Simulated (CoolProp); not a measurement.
R124 at several states: fugacity coefficient from the reference equation and from simpler models built on Tc = 122.3 °C, pc = 3.624 MPa, ω = 0.288; each cubic takes its own stable root.

Computed with CoolProp (reference Helmholtz-energy equation of state, de Vries 1995).

```tsv
T (°C)	p (MPa)	phase	reference	Redlich-Kwong	Soave-Redlich-Kwong	Peng-Robinson
-90.85	0.164	liquid	0.003811	0.01515	0.003848	0.004315
25.45	3.74	liquid	[?]	0.1588	0.1102	0.1068
-35.15	0.0523	liquid	0.6427	0.9802	0.6408	[?]
94.05	5.57	liquid	0.3247	0.3632	0.3383	0.3228
-60.95	0.0124	liquid	[?]	[?]	[?]	0.6144
162.05	2.38	gas	0.8433	[?]	0.8468	[?]
```

Q: Some entries are withheld; supply them.

A: 
- 25.45, reference: 0.1072
- -35.15, Peng-Robinson: 0.6551
- -60.95, reference: 0.5849
- -60.95, Redlich-Kwong: 0.9936
- -60.95, Soave-Redlich-Kwong: 0.5820
- 162.05, Redlich-Kwong: 0.8372
- 162.05, Peng-Robinson: 0.8286

At some of these states Redlich-Kwong gives the other phase, because its saturation line lies elsewhere.
